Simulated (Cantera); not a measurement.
A freely propagating, adiabatic, planar premixed flame of H2 : O2 : N2 = 1 : 0.549 : 1.65 (molar parts), unburnt at 425 K and 25000 Pa; mixture-averaged transport, grid criteria slope 0.08 and curve 0.16, no radiation.

Model: the H2/O2 subset of GRI-Mech 3.0, which has no nitrogen chemistry, integrated in Cantera. Burning velocities carry a grid error of a few per cent, more on coarse grids.

Q: What does this change do: 0.23 parts H2O added?

A: 
```tsv
quantity	before	after
laminar burning velocity	413 cm/s	379 cm/s
thermal thickness	2.35 mm	2.21 mm
peak x(OH)	0.0227	0.0194
peak x(HO2)	0.000186	0.000231
peak x(H)	0.0757	0.0612
```
